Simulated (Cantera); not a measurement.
An isothermal, constant-pressure homogeneous reactor starts with 78.1 % NO, 21.9 % N2, at 1900 K and 825 Torr.

Cantera simulation using GRI-Mech 3.0 (53 species, 325 reactions); the numbers are that mechanism's predictions, not measurements.

x: mole fraction; the columns are a selection and need not sum to one.

| t (s) | x NO | x N2 | x N2O | x O | x O2 |
|---|---|---|---|---|---|
| 3.00e-5 | 0.781 | 0.219 | 1.07e-5 | … | 7.19e-8 |
| 9.17e-5 | 0.781 | 0.219 | 3.14e-5 | … | 4.89e-7 |
| 0.000280 | 0.781 | 0.219 | 8.53e-5 | … | 5.22e-6 |
| 0.000857 | 0.781 | 0.219 | 0.000187 | … | 7.99e-5 |
| 0.00262 | 0.779 | 0.220 | 0.000265 | 3.31e-5 | 0.000658 |
| 0.00801 | 0.775 | 0.222 | 0.000269 | … | 0.00270 |
| 0.0245 | 0.762 | 0.228 | 0.000259 | … | 0.00888 |
| 0.0749 | 0.726 | 0.246 | 0.000233 | … | 0.0270 |
| 0.229 | 0.629 | 0.295 | 0.000171 | … | 0.0753 |
| 0.700 | 0.431 | 0.394 | 7.81e-5 | … | 0.175 |
| 2.14 | 0.187 | 0.516 | 1.46e-5 | … | 0.297 |
| 6.54 | 0.0455 | 0.587 | 1.16e-6 | 0.000174 | 0.368 |
| 20.0 | 0.0108 | 0.604 | 3.84e-7 | 0.000178 | 0.385 |

### Question
Fill in the missing entries.

### Answer

- 3.00e-5, x O: 4.00e-6
- 9.17e-5, x O: 6.08e-6
- 0.000280, x O: 1.20e-5
- 0.000857, x O: 2.51e-5
- 0.00801, x O: 3.59e-5
- 0.0245, x O: 4.24e-5
- 0.0749, x O: 5.72e-5
- 0.229, x O: 8.45e-5
- 0.700, x O: 0.000123
- 2.14, x O: 0.000157
